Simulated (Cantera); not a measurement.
What does this Cantera script print?

```python
import numpy as np
import cantera as ct

surf = ct.Interface("ptcombust.yaml", "Pt_surf")
gas = surf.adjacent["gas"]
gas.TPX = 300, 33000, {'CH4': 0.022, 'O2': 0.17, 'N2': 0.79}
jet = ct.ImpingingJet(gas=gas, width=0.026, surface=surf)
jet.inlet.mdot, jet.inlet.T, jet.inlet.X = 0.13, 300, {'CH4': 0.022, 'O2': 0.17, 'N2': 0.79}
jet.set_refine_criteria(ratio=10, slope=0.2, curve=0.3)
show, cover = ['CH4', 'O2', 'H2O', 'OH', 'CO', 'CO2'], ["PT(S)", "H(S)", "O(S)", "OH(S)", "CO(S)", "C(S)"]

rows = []
print(f"{'Ts/K':>7s}" + "".join(f"{s:>11s}" for s in show + cover) + "   (gas at the wall, coverages)")
for i, Ts in enumerate([900, 950, 1000, 1050, 1100]):
    jet.surface.T = Ts
    if i == 0:
        surf.TP = Ts, 33000
        surf.coverages = "PT(S):0.5, O(S):0.5"
        surf.advance_coverages(1.0)
        jet.set_initial_guess(products="inlet")
    jet.solve(loglevel=0, auto=(i == 0))
    rows.append([*(jet.X[gas.species_index(s), -1] for s in show), *surf[cover].coverages])
    print(f"{Ts:7g}" + "".join(f"{x:11.3e}" for x in rows[-1]))
```

It prints:

```
   Ts/K        CH4         O2        H2O         OH         CO        CO2      PT(S)       H(S)       O(S)      OH(S)      CO(S)       C(S)   (gas at the wall, coverages)
    900  1.704e-02  1.616e-01  1.002e-02  1.435e-08  5.138e-06  6.562e-03  1.256e-01  4.464e-08  8.731e-01  1.268e-03  9.140e-06  3.252e-08
    950  1.330e-02  1.537e-01  1.696e-02  4.760e-08  5.516e-06  1.113e-02  1.786e-01  1.353e-07  8.199e-01  1.554e-03  7.932e-06  3.796e-08
   1000  9.864e-03  1.464e-01  2.328e-02  1.365e-07  5.472e-06  1.531e-02  2.367e-01  3.254e-07  7.616e-01  1.681e-03  6.077e-06  3.798e-08
   1050  7.251e-03  1.409e-01  2.805e-02  3.418e-07  5.279e-06  1.847e-02  2.975e-01  6.633e-07  7.009e-01  1.678e-03  4.389e-06  3.493e-08
   1100  5.422e-03  1.370e-01  3.134e-02  7.631e-07  5.090e-06  2.066e-02  3.587e-01  1.204e-06  6.397e-01  1.596e-03  3.129e-06  3.102e-08
```

Computed with Cantera and Deutschmann's 1995 Pt surface mechanism with GRI-Mech 3.0 gas chemistry. Catalytic surfaces can have several steady states; this one follows from the mechanism file's or the stated starting coverage.
